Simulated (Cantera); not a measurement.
Mixture: H2 : O2 : N2 = 1 : 0.455 : 1.71 (molar parts), at 1.01 bar, adiabatic and at constant pressure. Ignition delay is the time to a rise of 400 K.

Detailed kinetics in Cantera: the H2/O2 subset of GRI-Mech 3.0, which has no nitrogen chemistry.

Q: Predict: delay at 973 K; delay at 1023 K; delay at 1073 K; delay at 1123 K; delay at 1173 K; delay at 1223 K; apparent activation energy between 1123 and 1223 K.

A: 
- delay at 973 K = 0.865 ms
- delay at 1023 K = 0.206 ms
- delay at 1073 K = 0.114 ms
- delay at 1123 K = 75.2 µs
- delay at 1173 K = 54.4 µs
- delay at 1223 K = 41.7 µs
- apparent activation energy between 1123 and 1223 K = 67 kJ/mol
